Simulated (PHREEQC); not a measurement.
# Copper plating or etch bath: speciation

Solution (20 °C): 0.0048 mol/kgw CuSO4 and 0.022 mol/kgw KCl. Closed to the air; pH follows from the charge balance.

Computed with PHREEQC (ion-association model, wateq4f.dat).

```json
{
  "pH": "5.09",
  "ionic_strength": "0.0374 mol/kgw"
}
```

| species | molality | activity | log γ |
|---|---|---|---|
| Cl- | 0.0219 | 0.0182 | -0.080 |
| K+ | 0.0217 | 0.0181 | -0.080 |
| Cu+2 | 0.00394 | 0.00205 | -0.284 |
| SO4-2 | 0.00378 | 0.00190 | -0.299 |
| CuSO4 | 0.000760 | 0.000767 | 0.004 |
| KSO4- | 0.000261 | 0.000221 | -0.073 |
| CuCl+ | 9.38e-5 | 7.84e-5 | -0.078 |
| H+ | 9.40e-6 | 8.15e-6 | -0.062 |

Precipitation was switched off in this run. Examples of supersaturated solids here: Brochantite, Antlerite. Others may be too.
